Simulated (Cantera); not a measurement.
Input: 1 mol Fe2O3, 1.1 mol CH4, 6.4 mol H2, 3.1 mol C, 0.0032 mol H2O, at 0.0100 bar.

Cantera equilibrium calculation (NASA polynomials, part measured and part estimated; ideal gas, pure solids and liquids). Candidate condensed phases: C, C6H6, C7H8, C8H18, Fe, Fe(CO)5, FeO, Fe(OH)2, Fe(OH)3, Fe2O3, Fe3O4, H2O; 114 gas species. Iron dissolves carbon and melts from about 1420 K in contact with it, which pure phases cannot show. Condensed phases not in the tables: cementite and carbon dissolved in iron. Kinetics and transport are ignored.

x: gas mole fraction; n: condensed amount in mol.

```tsv
T (K)	x H2	x CO	x Fe	x H	x C2H2 (acetylene)	x C2H	n C(graphite)	n Fe(γ)	n Fe(δ)	n Fe(l)
1498	0.741	0.259	1.44e-5	0.000148	(withheld)	2.43e-12	1.20	2.00	0	0
1573	0.741	0.259	6.57e-5	0.000350	(withheld)	2.09e-11	1.20	2.00	0	0
1648	0.740	0.259	0.000261	0.000766	(withheld)	1.48e-10	1.20	2.00	0	0
1723	0.739	0.258	0.000913	0.00157	(withheld)	8.84e-10	1.20	0	1.99	0
1798	0.736	0.258	0.00286	0.00302	(withheld)	4.53e-9	1.19	0	1.97	0
1873	0.730	0.256	0.00791	0.00552	(withheld)	2.03e-8	1.19	0	0	1.91
1948	0.718	0.252	0.0200	0.00957	(withheld)	8.05e-8	1.19	0	0	1.76
2023	0.692	0.245	0.0471	0.0158	(withheld)	2.85e-7	1.18	0	0	1.42
2098	0.642	0.229	0.104	0.0247	(withheld)	9.05e-7	1.17	0	0	0.637
2173	0.600	0.217	0.144	0.0374	(withheld)	2.65e-6	1.16	0	0	0
2248	0.585	0.215	0.143	0.0562	(withheld)	7.34e-6	1.14	0	0	0
2323	0.563	0.212	0.141	0.0817	(withheld)	1.89e-5	1.12	0	0	0
2398	0.535	0.208	0.139	0.115	(withheld)	4.56e-5	1.09	0	0	0
```

Question: Some entries are withheld; supply them.

Answer: 
- 1498, x C2H2 (acetylene): 6.53e-6
- 1573, x C2H2 (acetylene): 1.53e-5
- 1648, x C2H2 (acetylene): 3.31e-5
- 1723, x C2H2 (acetylene): 6.69e-5
- 1798, x C2H2 (acetylene): 0.000127
- 1873, x C2H2 (acetylene): 0.000228
- 1948, x C2H2 (acetylene): 0.000387
- 2023, x C2H2 (acetylene): 0.000618
- 2098, x C2H2 (acetylene): 0.000916
- 2173, x C2H2 (acetylene): 0.00133
- 2248, x C2H2 (acetylene): 0.00194
- 2323, x C2H2 (acetylene): 0.00273
- 2398, x C2H2 (acetylene): 0.00369
